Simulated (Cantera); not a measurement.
Feed: 1 mol B2O3, 3 mol O2, 15 mol N2, held at 1400 °C and 140 Pa.

Method: chemical equilibrium by Gibbs-energy minimisation in Cantera with the NASA 1993 tables (ideal gas, pure condensed phases). Candidate condensed phases: B, BN, B2O3; 17 gas species. Rates play no part.

What is the equilibrium state?


- x(N2): 0.787
- x(O2): 0.155
- x(B2O3): 0.0499
- x(BO2): 0.00525
- x(NO): 0.00225
- x(O): 0.000352
- x(BO): 2.71e-6
- gas amount: 19.03 mol
- log10 activity of B(s) (absent): -11.36
